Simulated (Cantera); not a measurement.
Charge: 1 mol B2H6, 58 mol H2, 41 mol N2, equilibrated at 5700 Pa.

Cantera equilibrium calculation (NASA polynomials, part measured and part estimated; ideal gas, pure solids and liquids). Candidate condensed phases: B, BN; 15 gas species. The feed counts by its element totals alone. Equilibrium is a limit: real reactors are often held back by kinetics, nucleation or transport.

### Question
What share of the B ends up in condensed phases as a function of T (°C), at 1600, 1650, 1700, 1750, 1800, 1850, 1900, 1950, 2000, 2050, 2100, 2150, 2200?

### Answer
```
T (°C)  B condensed (%)     as
------  ---------------  -----
1600              100.0  BN(s)
1650              100.0  BN(s)
1700               99.9  BN(s)
1750               99.9  BN(s)
1800               99.7  BN(s)
1850               99.5  BN(s)
1900               99.1  BN(s)
1950               98.4  BN(s)
2000               97.2  BN(s)
2050               95.2  BN(s)
2100               91.7  BN(s)
2150               86.4   B(l)
2200               82.4   B(l)
```
